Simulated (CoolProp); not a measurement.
Saturated liquid density (kg/m³) of carbon monoxide: the reference equation beside estimates from Tc = 132.9 K, pc = 3.498 MPa, ω = 0.050. Rackett uses Z = 0.29056 − 0.08775 ω.

Values from CoolProp's reference Helmholtz-energy equation of state, Lemmon 2006. It is a short technical equation, of lower accuracy than the large ones.

```json
[
 {"T (K)": "104.9", "reference": "(withheld)", "Rackett": "690.8", "van der Waals": "462.8", "Redlich-Kwong": "656.2", "Soave-Redlich-Kwong": "657.5", "Peng-Robinson": "745.3"},
 {"T (K)": "107.7", "reference": "661.7", "Rackett": "674.5", "van der Waals": "451.2", "Redlich-Kwong": "635.3", "Soave-Redlich-Kwong": "(withheld)", "Peng-Robinson": "722.1"},
 {"T (K)": "110.6", "reference": "643.6", "Rackett": "(withheld)", "van der Waals": "438.4", "Redlich-Kwong": "612.2", "Soave-Redlich-Kwong": "614.4", "Peng-Robinson": "696.3"},
 {"T (K)": "113.5", "reference": "624.2", "Rackett": "637.7", "van der Waals": "424.7", "Redlich-Kwong": "(withheld)", "Soave-Redlich-Kwong": "590.1", "Peng-Robinson": "668.4"},
 {"T (K)": "116.4", "reference": "603.3", "Rackett": "617.2", "van der Waals": "409.9", "Redlich-Kwong": "560.8", "Soave-Redlich-Kwong": "563.8", "Peng-Robinson": "638.0"},
 {"T (K)": "119.2", "reference": "581.3", "Rackett": "(withheld)", "van der Waals": "394.2", "Redlich-Kwong": "532.8", "Soave-Redlich-Kwong": "536.0", "Peng-Robinson": "605.6"},
 {"T (K)": "122.1", "reference": "555.9", "Rackett": "570.5", "van der Waals": "376.2", "Redlich-Kwong": "500.7", "Soave-Redlich-Kwong": "503.9", "Peng-Robinson": "568.2"},
 {"T (K)": "125", "reference": "526.5", "Rackett": "541.4", "van der Waals": "355.5", "Redlich-Kwong": "464.3", "Soave-Redlich-Kwong": "467.4", "Peng-Robinson": "525.3"},
 {"T (K)": "127.8", "reference": "492.0", "Rackett": "506.8", "van der Waals": "(withheld)", "Redlich-Kwong": "422.7", "Soave-Redlich-Kwong": "425.4", "Peng-Robinson": "475.7"},
 {"T (K)": "130.7", "reference": "441.5", "Rackett": "455.8", "van der Waals": "298.1", "Redlich-Kwong": "365.8", "Soave-Redlich-Kwong": "367.7", "Peng-Robinson": "407.6"}
]
```

Q: Some entries are withheld; supply them.

A: 
- 104.9, reference: 678.3
- 107.7, Soave-Redlich-Kwong: 637.0
- 110.6, Rackett: 656.7
- 113.5, Redlich-Kwong: 587.5
- 119.2, Rackett: 595.6
- 127.8, van der Waals: 331.6

Absolute difference from the reference over all 10 rows, mean and median: Rackett 2.4 and 2.4 %, van der Waals 32.2 and 32.1 %, Redlich-Kwong 8.6 and 7.7 %, Soave-Redlich-Kwong 8.2 and 7.2 %, Peng-Robinson 5.8 and 6.4 %.
